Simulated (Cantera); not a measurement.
What does this Cantera script print?

```python
import numpy as np
import cantera as ct

gas_names = """
    H HO2 H2 H2O H2O2 O OH O2 O3 Si SiH SiH2 SiH3 SiH4 SiO SiO2 Si2 Si3
""".split()
cond_names = """
    H2O(s) H2O(L) Si(cr) Si(L) SiO2(Lqz) SiO2(hqz) SiO2(L)
""".split()


# ... load() reads the species with a 1 bar reference pressure and builds the phases ...
atoms = {
    'SiO2': {'Si': 1, 'O': 2},
    'H2': {'H': 2},
    'Si': {'Si': 1},
}
top_T = {}  # K; cautious upper limits of use, not melting points


# ... equilibrate(T, P, feed) seeds the gas with the atoms and calls Mixture.equilibrate('TP', solver="vcs", rtol=1e-11, max_steps=5000) ...
results = []
P = 83  # Pa
for T in [2175, 2275, 2375, 2475, 2575, 2675, 2775, 2875, 2975]:
    for m in [0.15, 0.25, 0.39, 0.63, 1, 1.6, 2.6, 4.1, 6.5]:
        feed = {'SiO2': 1, 'H2': m, 'Si': 0.12}  # mol
        mix = equilibrate(T, P, feed)
        results.append((T, P, feed, dict(zip(mix.species_names, mix.species_moles))))

for T, P, feed, n in results:
    print(f"{T:7g} {feed['H2']:10.4g}  " + (" + ".join(c for c in cond_names if n.get(c, 0) > 1e-12) or "gas only"))
```

Output:

```
   2175       0.15  SiO2(L)
   2175       0.25  SiO2(L)
   2175       0.39  SiO2(L)
   2175       0.63  SiO2(L)
   2175          1  SiO2(L)
   2175        1.6  gas only
   2175        2.6  gas only
   2175        4.1  gas only
   2175        6.5  gas only
   2275       0.15  SiO2(L)
   2275       0.25  SiO2(L)
   2275       0.39  gas only
   2275       0.63  gas only
   2275          1  gas only
   2275        1.6  gas only
   2275        2.6  gas only
   2275        4.1  gas only
   2275        6.5  gas only
   2375       0.15  gas only
   2375       0.25  gas only
   2375       0.39  gas only
   2375       0.63  gas only
   2375          1  gas only
   2375        1.6  gas only
   2375        2.6  gas only
   2375        4.1  gas only
   2375        6.5  gas only
   2475       0.15  gas only
   2475       0.25  gas only
   2475       0.39  gas only
   2475       0.63  gas only
   2475          1  gas only
   2475        1.6  gas only
   2475        2.6  gas only
   2475        4.1  gas only
   2475        6.5  gas only
   2575       0.15  gas only
   2575       0.25  gas only
   2575       0.39  gas only
   2575       0.63  gas only
   2575          1  gas only
   2575        1.6  gas only
   2575        2.6  gas only
   2575        4.1  gas only
   2575        6.5  gas only
   2675       0.15  gas only
   2675       0.25  gas only
   2675       0.39  gas only
   2675       0.63  gas only
   2675          1  gas only
   2675        1.6  gas only
   2675        2.6  gas only
   2675        4.1  gas only
   2675        6.5  gas only
   2775       0.15  gas only
   2775       0.25  gas only
   2775       0.39  gas only
   2775       0.63  gas only
   2775          1  gas only
   2775        1.6  gas only
   2775        2.6  gas only
   2775        4.1  gas only
   2775        6.5  gas only
   2875       0.15  gas only
   2875       0.25  gas only
   2875       0.39  gas only
   2875       0.63  gas only
   2875          1  gas only
   2875        1.6  gas only
   2875        2.6  gas only
   2875        4.1  gas only
   2875        6.5  gas only
   2975       0.15  gas only
   2975       0.25  gas only
   2975       0.39  gas only
   2975       0.63  gas only
   2975          1  gas only
   2975        1.6  gas only
   2975        2.6  gas only
   2975        4.1  gas only
   2975        6.5  gas only
```

Method: chemical equilibrium by Gibbs-energy minimisation in Cantera with the NASA 1993 tables (ideal gas, pure condensed phases). The tables hold silica as quartz up to 1696 K and as liquid above; real silica turns to tridymite and cristobalite and melts near 1996 K.
